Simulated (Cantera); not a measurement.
Feed: 1 mol trisilylamine, 3.3 mol NH₃, 50 mol H₂, equilibrated at 1.00 bar.

Cantera equilibrium calculation (NASA polynomials, part measured and part estimated; ideal gas, pure solids and liquids). Candidate condensed phases: Si, Si₃N₄; 18 gas species. The feed counts by its element totals alone. The numbers say what is thermodynamically allowed, not how fast it happens. All values below are at 1073 K.

Base state: H₂ 0.997, N₂ 0.00251, NH₃ 1.85e-5 (mole fractions); condensed: Si₃N₄(s).

**Question.** What changes in the equilibrium state with this change: NH₃ from 3.3 to 11 mol?

**Answer.** 
| species | before | after |
|---|---|---|
| H₂ | 0.997 | 0.947 |
| N₂ | 0.00251 | 0.0533 |
| NH₃ | 1.85e-5 | 7.87e-5 |
| Si₃N₄(s), mol | 1.00 | 1.00 |
